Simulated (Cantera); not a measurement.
Input: 1 mol V, 5.4 mol NH₃, equilibrated at 0.380 Pa.

Equilibrium computed with Cantera from the NASA thermochemical tables; the gas is ideal and each condensed phase is pure. Candidate condensed phases: V, VN; 11 gas species. VN: taken at fixed stoichiometry. Condensed phases not in the tables: V₂N. The numbers say what is thermodynamically allowed, not how fast it happens.

Q: At 1177 °C, list the 3 most abundant gas species with their mole fractions, and the condensed phases.

A: H₂ 0.783, N₂ 0.213, H 0.00429. Condensed: VN(s).
